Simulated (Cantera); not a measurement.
A closed system holds: 1 mol MgO, 0.065 mol SO₃, 0.25 mol O₂, held at 7.50 Torr.

Method: chemical equilibrium by Gibbs-energy minimisation in Cantera with the NASA 1993 tables (ideal gas, pure condensed phases). Candidate condensed phases: Mg, MgO, MgS, MgSO₄, S; 14 gas species. Mutual solubility and eutectic melting of coexisting phases are not modelled. The numbers say what is thermodynamically allowed, not how fast it happens.

x: gas mole fraction; n: condensed amount in mol.

```csv
T (K),x O₂,x SO₂,x SO₃,x O,n MgO(s),n MgSO₄(s)
950,1.000,0.000261,8.76e-5,3.18e-10,0.935,0.0649
1050,0.973,0.0244,0.00249,6.60e-9,0.942,0.0580
1150,0.812,0.181,…,…,1.00,0
1250,0.813,0.184,0.00290,6.24e-7,1.00,0
1350,0.813,0.186,0.00147,3.80e-6,1.00,0
1450,0.813,0.186,0.000818,1.81e-5,1.00,0
1550,0.813,0.187,0.000491,7.06e-5,1.00,0
1650,0.813,0.187,…,…,1.00,0
1750,0.812,0.187,0.000212,0.000674,1.00,0
```

Task: Complete the blanks.

Result: 
- 1650, x SO₃: 0.000314
- 1650, x O: 0.000233
- 1150, x SO₃: 0.00641
- 1150, x O: 7.49e-8
